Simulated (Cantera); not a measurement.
An isothermal, constant-pressure homogeneous reactor starts with 26.3 % NH3, 73.7 % N2, at 2125 K and 0.158 atm.

Computed with Cantera and the gas-phase N/H chemistry of the illustrative SiF4/NH3 mechanism in the Surface Chemkin manual (1991). Walls and surfaces, which speed up NH3 decomposition in real reactors, are not modelled.

x: mole fraction; the columns are a selection and need not sum to one.

```
t (s)        x NH3       x N     x NH2      x H2    x N2H4     x NH    x N2H2
--------  --------  --------  --------  --------  --------  -------  --------
4.00e-5      0.263  2.04e-10  0.000127   6.31e-5  4.53e-10  1.50e-7   1.38e-8
0.000111     0.263   4.17e-9  0.000349  0.000183   3.47e-9  1.42e-6   1.38e-7
0.000308     0.262   2.80e-8  0.000876  0.000641   2.19e-8  6.86e-6   1.11e-6
0.000854     0.260         ?   0.00136         ?         ?        ?   3.04e-6
0.00237      0.253         ?   0.00128         ?         ?        ?   3.11e-6
0.00658      0.234   9.23e-7   0.00109    0.0333   3.39e-8  2.13e-5   2.77e-6
0.0182       0.191   1.69e-6  0.000854    0.0846   2.08e-8  2.37e-5   2.11e-6
0.0506       0.113   2.24e-6  0.000560     0.178   8.95e-9  2.18e-5   1.11e-6
0.140       0.0304   2.40e-6  0.000223     0.276   1.41e-9  1.42e-5   2.49e-7
0.390     0.000695   2.29e-6   1.72e-5     0.310  8.41e-12  3.87e-6   4.15e-9
1.08       6.24e-6   1.68e-7   3.10e-7     0.309    <1e-12  1.41e-7  2.54e-12
3.00       1.38e-6   3.74e-8   6.89e-8     0.309    <1e-12  3.14e-8    <1e-12
```

Problem. Some entries are withheld; supply them.

Solution. 
- 0.000854, x N: 1.19e-7
- 0.000854, x H2: 0.00311
- 0.000854, x N2H4: 5.30e-8
- 0.000854, x NH: 1.39e-5
- 0.00237, x N: 3.61e-7
- 0.00237, x H2: 0.0115
- 0.00237, x N2H4: 4.70e-8
- 0.00237, x NH: 1.74e-5
